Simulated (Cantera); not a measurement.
Charge: 1 mol (CH3)2SiCl2, 19 mol H2, equilibrated at 2198.15 K and 590 Pa.

Cantera equilibrium calculation (NASA polynomials, part measured and part estimated; ideal gas, pure solids and liquids). Candidate condensed phases: C, C6H6, C7H8, C8H18, Si, SiC; 109 gas species. The feed counts by its element totals alone. The tables' values for SiCl are old estimates; treat these amounts as uncertain. Gases not in the tables: Si2H6 and higher silanes. Equilibrium is a limit: real reactors are often held back by kinetics, nucleation or transport.

Base state: H2 0.842, HCl 0.0755, H 0.0666, Si 0.00655, Cl 0.00435, C2H2 (acetylene) 0.00214, SiCl2 0.00140, SiC2 0.000625 (mole fractions); condensed: C(graphite) + SiC(s).

What changes in the equilibrium state with this change: pressure from 590 Pa to 20000 Pa?


```tsv
species	before	after
H2	0.842	0.901
HCl	0.0755	0.0824
H	0.0666	0.0118
SiCl2	0.00140	0.00155
CH4	1.10e-6	4.28e-5
SiC2	0.000625	1.84e-5
Si2C	0.000382	1.13e-5
Si	0.00655	0.000193
C(graphite), mol	1.10	0.937
SiC(s), mol	0.757	0.955
```

What changes in the equilibrium state with this change: pressure from 590 Pa to 133 Pa?


```csv
species,before,after
H2,0.842,0.755
H,0.0666,0.133
HCl,0.0755,0.0660
Si,0.00655,0.0290
Si2,1.12e-5,4.94e-5
SiC2,0.000625,0.00277
Si2C,0.000382,0.00169
C2H,5.82e-6,1.16e-5
"C(graphite), mol",1.10,1.69
"SiC(s), mol",0.757,0.0273
```
